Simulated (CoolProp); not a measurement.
Vapour-liquid equilibrium of R134a (1) + R227EA (2) at -85.35 °C; x and y are mole fractions of (1).

Values from CoolProp's multi-fluid Helmholtz-energy mixture model, Tillner-Roth 1994 and Lemmon 2016; pair parameters Bell 2016.

```csv
x,"bubble pressure, mixture model (bar)","bubble pressure, Raoult's law (bar)","y, mixture model","y, Raoult's law"
0.05,0.01370,0.01334,0.111,0.087
0.125,0.01492,0.01412,0.246,0.206
0.2,0.01604,0.01490,0.354,0.312
0.275,0.01706,0.01569,0.444,0.408
0.35,0.01798,0.01647,0.521,0.494
0.425,0.01883,0.01726,0.588,0.573
0.5,0.01959,0.01804,0.648,0.645
0.575,0.02030,0.01882,0.704,0.711
0.65,0.02094,0.01961,0.756,0.771
0.725,0.02153,0.02039,0.806,0.827
0.8,0.02207,0.02117,0.857,0.879
0.875,0.02256,0.02196,0.908,0.927
0.95,0.02300,0.02274,0.962,0.972
```

The largest gap from Raoult's law is +9.2 % in bubble pressure, at x = 0.35. No azeotrope shows between x = 0.05 and 0.95.

Pair parameters are fitted to limited data, so mixtures are less certain than the pure fluids.
